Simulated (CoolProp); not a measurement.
A Linde-Hampson liquefier for ethane: isothermal reversible compression at 320 K from 1 atm to 15 MPa, throttling to 1 atm, return gas leaving the recuperator 2 K below the feed. Each further row changes one setting.

Model: reference Helmholtz-energy equation of state, Bücker 2006, in CoolProp.

| case | liquid yield per pass | compression work (kJ/kg of gas) |
|---|---|---|
| as stated | 0.454 | 353 |
| high pressure 30 MPa | 0.464 | 390 |
| warm-end temperature 350 K | 0.356 | 414 |
| warm-end gap 7 K | 0.447 | 353 |
